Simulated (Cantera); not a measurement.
Cantera run:

```python
import numpy as np
import cantera as ct

gas_names = [...]  # 92 gases of nasa_gas.yaml made of C, H, N
cond_names = """
    C(gr) C6H6(L) C7H8(L) C8H18(L),n-octa
""".split()


# ... load() reads the species with a 1 bar reference pressure and builds the phases ...
atoms = {
    'C2H2': {'C': 2, 'H': 2},
    'NH3': {'N': 1, 'H': 3},
    'H2': {'H': 2},
}
top_T = {'C(gr)': 4500}  # K; cautious upper limits of use, not melting points


# ... equilibrate(T, P, feed) seeds the gas with the atoms and calls Mixture.equilibrate('TP', solver="vcs", rtol=1e-11, max_steps=5000) ...
results = []
feed = {'C2H2': 1, 'NH3': 1.7, 'H2': 0.75}  # mol
T = 2248.15  # K
P = 15  # Pa
mix = equilibrate(T, P, feed)
results.append((T, P, feed, dict(zip(mix.species_names, mix.species_moles))))
x = sorted(zip(gas.X, gas.species_names), reverse=True)
print(f"T = {T:g} K  P = {P:g} Pa  gas = {mix.phase_moles(0):.4g} mol")
print("   x: " + "  ".join(f"{s} {v:.3e}" for v, s in x if v > 0.001))
print("   condensed (mol): " + ("  ".join(f"{mix.phase(i).name} {mix.phase_moles(i):.4g}"
      for i in range(1, mix.n_phases) if mix.phase_moles(i) > 1e-12) or "none"))
```

Result:

```
T = 2248.15 K  P = 15 Pa  gas = 6.462 mol
   x: H2 4.565e-01  H 4.056e-01  N2 1.268e-01  HCN 8.447e-03  C2H2,acetylene 1.513e-03
   condensed (mol): C(gr) 1.918
```

These are equilibrium values from Cantera (NASA tables, ideal gas, pure condensed phases), not measurements of a reactor.
